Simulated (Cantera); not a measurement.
Cantera run, input and output.

```python
import numpy as np
import cantera as ct

gas = ct.Solution("SiF4_NH3_mec.yaml", "gas")
gas.TPX = 1300, 57000, {'NH3': 1, 'N2': 0.64}
reactor = ct.IdealGasConstPressureReactor(gas, energy="off", clone=False)
net = ct.ReactorNet([reactor])
net.rtol, net.atol = 1e-08, 1e-18
show = ['NH3', 'NH', 'N', 'N2', 'N2H4', 'H2']
times = np.geomspace(2e-06, 300, 14)

steps = ct.SolutionArray(gas, extra=["t"])
rows = []
print(f"{'t/s':>10s}{'T/K':>9s}{'P/Pa':>11s}" + "".join(f"{s:>11s}" for s in show))
for t in times:
    while net.time < t:
        t_next = net.step()
        steps.append(gas.state, t=t_next)
    rows.append([np.interp(t, steps.t, y) for y in (steps.T, steps.P, *steps(*show).X.T)])
    print(f"{t:10.3e}{rows[-1][0]:9.1f}{rows[-1][1]:11.4g}" + "".join(f"{x:11.3e}" for x in rows[-1][2:]))
rate = np.gradient(steps.T, steps.t)
print("integrator steps:", len(steps.t))
if steps.T.max() > steps.T[0] + 200:
    print(f"time of steepest temperature rise: {steps.t[rate.argmax()]:.4e} s")
gas.TPX = 1300, 57000, {'NH3': 1, 'N2': 0.64}
gas.equilibrate("TP")
print(f"equilibrium (TP): T = {gas.T:.1f} K  " + "  ".join(f"{s} {gas[s].X[0]:.3e}" for s in show))
```

It prints:

```
       t/s      T/K       P/Pa        NH3         NH          N         N2       N2H4         H2
 2.000e-06   1300.0    5.7e+04  6.098e-01  1.255e-19  6.955e-28  3.902e-01  2.709e-20  3.159e-11
 8.511e-06   1300.0    5.7e+04  6.098e-01  3.866e-18  1.273e-25  3.902e-01  3.122e-18  2.012e-10
 3.622e-05   1300.0    5.7e+04  6.098e-01  9.348e-17  1.362e-23  3.902e-01  2.743e-16  9.340e-10
 1.541e-04   1300.0    5.7e+04  6.098e-01  2.784e-15  1.589e-21  3.902e-01  1.935e-14  4.052e-09
 6.558e-04   1300.0    5.7e+04  6.098e-01  1.039e-13  2.468e-19  3.902e-01  1.072e-12  1.732e-08
 2.790e-03   1300.0    5.7e+04  6.098e-01  2.970e-12  3.158e-17  3.902e-01  3.477e-11  7.390e-08
 1.187e-02   1300.0    5.7e+04  6.098e-01  5.931e-11  1.895e-15  3.902e-01  7.386e-10  3.258e-07
 5.053e-02   1300.0    5.7e+04  6.098e-01  9.154e-10  3.027e-14  3.902e-01  1.307e-08  2.296e-06
 2.150e-01   1300.0    5.7e+04  6.097e-01  4.082e-09  4.232e-13  3.902e-01  7.057e-08  4.284e-05
 9.150e-01   1300.0    5.7e+04  6.094e-01  4.250e-09  1.709e-12  3.903e-01  7.304e-08  2.861e-04
 3.893e+00   1300.0    5.7e+04  6.083e-01  4.375e-09  6.787e-12  3.903e-01  7.200e-08  1.315e-03
 1.657e+01   1300.0    5.7e+04  6.038e-01  4.636e-09  2.289e-11  3.906e-01  6.809e-08  5.547e-03
 7.050e+01   1300.0    5.7e+04  5.868e-01  4.494e-09  4.409e-11  3.918e-01  5.634e-08  2.138e-02
 3.000e+02   1300.0    5.7e+04  5.376e-01  3.191e-09  3.613e-11  3.952e-01  3.431e-08  6.720e-02
integrator steps: 731
equilibrium (TP): T = 1300.0 K  NH3 1.953e-05  NH 2.478e-14  N 1.448e-16  N2 4.318e-01  N2H4 9.549e-18  H2 5.682e-01
```

Detailed kinetics in Cantera: the gas-phase N/H chemistry of the illustrative SiF4/NH3 mechanism in the Surface Chemkin manual (1991). Walls and surfaces, which speed up NH3 decomposition in real reactors, are not modelled.
